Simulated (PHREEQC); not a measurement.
Solution (25 °C): 0.0086 mol H3PO4 and 0.041 mol NaOH per kg of water. It is in equilibrium with CO2 at log p = -1 (atm). Otherwise closed; pH follows from the charge balance.

All values are PHREEQC results (ion-association model, wateq4f.dat), not measurements.

No solid was allowed to form.

Problem. What pH does the model give?

Solution. pH 7.17.

Problem. In which forms is Na present?

Solution. Na+ 98 %, NaHCO3 1.0 % of the Na.

Species that the database lacks are ignored. H3PO4, which wateq4f.dat lacks, is added to it with the constant of phreeqc.dat.
